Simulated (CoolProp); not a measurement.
Computed with CoolProp (reference Helmholtz-energy equation of state, Thol 2018).

Give the vapour pressure (MPa), liquid density (kg/m³), vapour density (kg/m³), enthalpy of vaporisation (kJ/kg) of saturated hydrogen chloride at 287.9, 304.7, 313.1 K.


```json
[
 {"T (K)": "287.9", "p (MPa)": "3.74", "liquid density (kg/m³)": "863", "vapour density (kg/m³)": "84.8", "enthalpy of vaporisation (kJ/kg)": "272"},
 {"T (K)": "304.7", "p (MPa)": "5.47", "liquid density (kg/m³)": "768", "vapour density (kg/m³)": "140", "enthalpy of vaporisation (kJ/kg)": "211"},
 {"T (K)": "313.1", "p (MPa)": "6.55", "liquid density (kg/m³)": "701", "vapour density (kg/m³)": "189", "enthalpy of vaporisation (kJ/kg)": "167"}
]
```
